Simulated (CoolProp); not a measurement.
CF4 (R14) at 314.65 K and 1.48 MPa flows at 0.84 m/s in a round tube of 2 mm bore and 15 µm roughness, fully developed (64/Re and Nu = 3.66 if laminar; Colebrook and Gnielinski if turbulent). Each further row changes one setting.

Model: reference Helmholtz-energy equation of state, Platzer 1990, in CoolProp. This equation is an older, rougher fit.

```
case               Reynolds number  Darcy friction factor  pressure drop (Pa/m)  heat-transfer coefficient (W/(m² K))  mass flow (kg/h)
-----------------  ---------------  ---------------------  --------------------  ------------------------------------  ----------------
as stated                     4660                 0.0456                   [?]                                   171             0.495
velocity 1.68 m/s             9310                    [?]                   [?]                                   [?]               [?]
diameter 4 mm                 9310                 0.0365                   [?]                                   153              1.98
```

Q: Complete the blanks.

A: 
- as stated, pressure drop (Pa/m): 419
- velocity 1.68 m/s, Darcy friction factor: 0.0409
- velocity 1.68 m/s, pressure drop (Pa/m): 1500
- velocity 1.68 m/s, heat-transfer coefficient (W/(m² K)): 345
- velocity 1.68 m/s, mass flow (kg/h): 0.990
- diameter 4 mm, pressure drop (Pa/m): 168

Viscosity comes from a separate model (Huber 2003), an estimate that may be off by 10 % or more. Thermal conductivity comes from a separate model (Huber 2003), an estimate that may be off by 10 % or more.
